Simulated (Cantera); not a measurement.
Mixture: H2 : O2 : N2 = 1 : 0.862 : 3.24 (molar parts), at 10.0 bar, adiabatic and at constant volume. Ignition delay is the time to a rise of 400 K.

Computed with Cantera and GRI-Mech 3.0 (53 species, 325 reactions). The hydrogen kinetics of GRI-Mech 3.0 are dated; newer H2 mechanisms differ, most at raised pressure. Where the delays flatten at high temperature, the 400 K rule measures the pace of heat release, not the induction time.

Task: What does this change do: pressure from 10.0 bar to 2.50 bar?

Result: 
```
quantity           before    after
---------------  --------  -------
delay at 1250 K   10.8 µs  15.4 µs
delay at 1400 K   2.35 µs  8.06 µs
delay at 1550 K   1.25 µs  5.38 µs
delay at 1700 K  0.836 µs  4.31 µs
delay at 1850 K  0.639 µs  4.00 µs
```

Task: What does this change do: O2 0.862 to 0.5 parts?

Result: 
```tsv
quantity	before	after
delay at 1250 K	10.8 µs	14.4 µs
delay at 1400 K	2.35 µs	3.19 µs
delay at 1550 K	1.25 µs	1.71 µs
delay at 1700 K	0.836 µs	1.15 µs
delay at 1850 K	0.639 µs	0.882 µs
```
